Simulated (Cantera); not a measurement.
Input: 1 mol PH3, 0.52 mol H2, 0.084 mol O2, held at 3050 K and 1330 Pa.

Cantera equilibrium calculation (NASA polynomials, part measured and part estimated; ideal gas, pure solids and liquids). Candidate condensed phases: H2O, P, P4O10; 17 gas species. Gases not in the tables: HPO2, HPO3 and P4O6. The numbers say what is thermodynamically allowed, not how fast it happens.

Base state: H 0.637, H2 0.161, P 0.123, PO 0.0380, P2 0.0375, PH 0.00141, O 0.00106, OH 0.000437 (mole fractions); condensed: gas only.

Q: What changes in the equilibrium state with this change: PH3 replaced by NH3?

A: 
```csv
species,before,after
H,0.637,0.659
H2,0.161,0.172
N2,0,0.127
P,0.123,0
PO,0.0380,0
P2,0.0375,0
OH,0.000437,0.0100
O,0.00106,0.0234
PH,0.00141,0
NO,0,0.000895
N,0,5.90e-5
PO2,5.66e-5,0
```
